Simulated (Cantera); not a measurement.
An isothermal plug-flow reactor at 950 K and 1.00 bar (inlet), inlet velocity 4.2 m/s, active area per volume 110 1/m; feed H₂ : O₂ : N₂ : H₂O = 0.002 : 0.16 : 0.79 : 0.0081 (molar parts), equivalence ratio 0.0063.

Detailed kinetics in Cantera: Deutschmann's 1995 Pt surface mechanism with GRI-Mech 3.0 gas chemistry. Catalytic surfaces can have several steady states; this one follows from the mechanism file's or the stated starting coverage. Mass transfer to the wall is taken as infinitely fast.

Q: Predict: x(H₂) at z = 0.048 m; x(O₂) at z = 0.048 m; x(H₂O) at z = 0.048 m; θ(free Pt) at the exit; θ(O*) at the exit; θ(OH*) at the exit.

A: 
* **x(H₂) at z = 0.048 m**: 5.37e-6
* **x(O₂) at z = 0.048 m**: 0.166
* **x(H₂O) at z = 0.048 m**: 0.0105
* **θ(free Pt) at the exit**: 0.126
* **θ(O*) at the exit**: 0.872
* **θ(OH*) at the exit**: 0.00184
